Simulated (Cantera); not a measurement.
Input: 1 mol SiH2Cl2, 0.43 mol HCl, 7.9 mol N2, held at 950 K and 0.133 bar.

Equilibrium computed with Cantera from the NASA thermochemical tables; the gas is ideal and each condensed phase is pure. Candidate condensed phases: NH4Cl, Si, Si3N4; 28 gas species. N2 is the only nitrogen source here; it is nearly inert below about 1500 K, so the nitride shown seldom forms there in practice. The numbers say what is thermodynamically allowed, not how fast it happens.

Base state: N2 0.774, HCl 0.141, H2 0.0563, SiCl4 0.0281, SiHCl3 5.15e-5 (mole fractions); condensed: Si3N4(s).

Problem. What changes in the equilibrium state with this change: HCl from 0.43 to 2.8 mol?

Solution. 
```json
[
 {"species": "N2", "before": "0.774", "after": "0.644"},
 {"species": "HCl", "before": "0.141", "after": "0.208"},
 {"species": "H2", "before": "0.0563", "after": "0.0986"},
 {"species": "SiCl4", "before": "0.0281", "after": "0.0492"},
 {"species": "SiHCl3", "before": "5.15e-5", "after": "0.000107"},
 {"species": "Si3N4(s), mol", "before": "0.243", "after": "0.139"}
]
```

Problem. What changes in the equilibrium state with this change: N2 from 7.9 to 34 mol?

Solution. 
| species | before | after |
|---|---|---|
| N2 | 0.774 | 0.938 |
| HCl | 0.141 | 0.0447 |
| H2 | 0.0563 | 0.0117 |
| SiCl4 | 0.0281 | 0.00583 |
| SiHCl3 | 5.15e-5 | 6.97e-6 |
| Si3N4(s), mol | 0.243 | 0.264 |
